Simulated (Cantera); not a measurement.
An adiabatic, constant-pressure homogeneous reactor starts with CH4 : CO : O2 : N2 = 1 : 0.37 : 1.37 : 13.7 (molar parts), at 1050 K and 6680 Torr. Integrator tolerance rtol = 1e-08.

Model: GRI-Mech 3.0 (53 species, 325 reactions), integrated in Cantera.

Q: What does this change do: initial temperature 1050 to 1250 K?

A: 
```json
[
 {"quantity": "time of steepest temperature rise", "before": "0.269 s", "after": "14.6 ms"},
 {"quantity": "temperature at 7.00 s", "before": "1816 K", "after": "2001 K"},
 {"quantity": "equilibrium temperature", "before": "1816 K", "after": "2001 K"},
 {"quantity": "x(CH4) at 7.00 s", "before": "6.78e-10 (gas-phase equilibrium 7.45e-10)", "after": "1.52e-10 (gas-phase equilibrium 1.69e-10)"},
 {"quantity": "x(CO) at 7.00 s", "before": "0.0544 (gas-phase equilibrium 0.0544)", "after": "0.0561 (gas-phase equilibrium 0.0561)"},
 {"quantity": "x(O2) at 7.00 s", "before": "1.51e-9 (gas-phase equilibrium 1.51e-9)", "after": "3.75e-8 (gas-phase equilibrium 3.75e-8)"},
 {"quantity": "x(HCN) at 7.00 s", "before": "1.32e-7 (gas-phase equilibrium 1.09e-7)", "after": "9.90e-8 (gas-phase equilibrium 9.90e-8)"},
 {"quantity": "x(H) at 7.00 s", "before": "2.79e-5 (gas-phase equilibrium 2.79e-5)", "after": "0.000110 (gas-phase equilibrium 0.000110)"},
 {"quantity": "x(C2H6) at 7.00 s", "before": "<1e-12 (gas-phase equilibrium <1e-12)", "after": "<1e-12 (gas-phase equilibrium <1e-12)"}
]
```

Q: What does this change do: pressure from 6680 Torr to 398 Torr?

A: 
```
quantity                                                              before                                      after
---------------------------------  -----------------------------------------  -----------------------------------------
time of steepest temperature rise                                    0.269 s                                     4.40 s
temperature at 7.00 s                                                 1816 K                                     1815 K
equilibrium temperature                                               1816 K                                     1815 K
x(CH4) at 7.00 s                   6.78e-10 (gas-phase equilibrium 7.45e-10)  2.45e-12 (gas-phase equilibrium 2.65e-12)
x(CO) at 7.00 s                        0.0544 (gas-phase equilibrium 0.0544)      0.0543 (gas-phase equilibrium 0.0543)
x(O2) at 7.00 s                      1.51e-9 (gas-phase equilibrium 1.51e-9)    2.51e-8 (gas-phase equilibrium 2.51e-8)
x(HCN) at 7.00 s                     1.32e-7 (gas-phase equilibrium 1.09e-7)    3.93e-8 (gas-phase equilibrium 6.47e-9)
x(H) at 7.00 s                       2.79e-5 (gas-phase equilibrium 2.79e-5)  0.000114 (gas-phase equilibrium 0.000114)
x(C2H6) at 7.00 s                      <1e-12 (gas-phase equilibrium <1e-12)      <1e-12 (gas-phase equilibrium <1e-12)
```
